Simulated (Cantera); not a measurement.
An adiabatic, constant-volume homogeneous reactor starts with CH₄ : O₂ : N₂ : CO₂ = 1 : 1.54 : 5.78 : 0.25 (molar parts), at 1650 K and 8.88 atm. Integrator tolerance rtol = 1e-08.

Computed with Cantera and GRI-Mech 3.0 (53 species, 325 reactions). Above 3000 K some thermodynamic fits are extrapolated.

Q: What does this change do: initial temperature 1650 to 1075 K?

A: 
```csv
quantity,before,after
time of steepest temperature rise,57.6 µs,32.0 ms
temperature at 3.00 s,3126 K,2872 K
equilibrium temperature,3126 K,2872 K
x(CH₄) at 3.00 s,3.69e-12 (gas-phase equilibrium 4.42e-12),7.29e-12 (gas-phase equilibrium 8.42e-12)
x(O₂) at 3.00 s,0.00490 (gas-phase equilibrium 0.00490),0.00108 (gas-phase equilibrium 0.00108)
x(CO₂) at 3.00 s,0.0495 (gas-phase equilibrium 0.0495),0.0614 (gas-phase equilibrium 0.0614)
x(HCO) at 3.00 s,1.10e-6 (gas-phase equilibrium 1.10e-6),6.34e-7 (gas-phase equilibrium 6.34e-7)
x(NO) at 3.00 s,0.00752 (gas-phase equilibrium 0.00752),0.00262 (gas-phase equilibrium 0.00262)
x(HCN) at 3.00 s,1.11e-7 (gas-phase equilibrium 1.11e-7),9.84e-8 (gas-phase equilibrium 9.84e-8)
x(O) at 3.00 s,0.00281 (gas-phase equilibrium 0.00281),0.000468 (gas-phase equilibrium 0.000468)
```

Q: What does this change do: 0.02 parts H2 added?

A: 
```
quantity                                                              before                                      after
---------------------------------  -----------------------------------------  -----------------------------------------
time of steepest temperature rise                                    57.6 µs                                    54.1 µs
temperature at 3.00 s                                                 3126 K                                     3127 K
equilibrium temperature                                               3126 K                                     3127 K
x(CH₄) at 3.00 s                   3.69e-12 (gas-phase equilibrium 4.42e-12)  3.96e-12 (gas-phase equilibrium 4.74e-12)
x(O₂) at 3.00 s                      0.00490 (gas-phase equilibrium 0.00490)    0.00473 (gas-phase equilibrium 0.00473)
x(CO₂) at 3.00 s                       0.0495 (gas-phase equilibrium 0.0495)      0.0488 (gas-phase equilibrium 0.0488)
x(HCO) at 3.00 s                     1.10e-6 (gas-phase equilibrium 1.10e-6)    1.12e-6 (gas-phase equilibrium 1.12e-6)
x(NO) at 3.00 s                      0.00752 (gas-phase equilibrium 0.00752)    0.00739 (gas-phase equilibrium 0.00739)
x(HCN) at 3.00 s                     1.11e-7 (gas-phase equilibrium 1.11e-7)    1.15e-7 (gas-phase equilibrium 1.15e-7)
x(O) at 3.00 s                       0.00281 (gas-phase equilibrium 0.00281)    0.00277 (gas-phase equilibrium 0.00277)
```
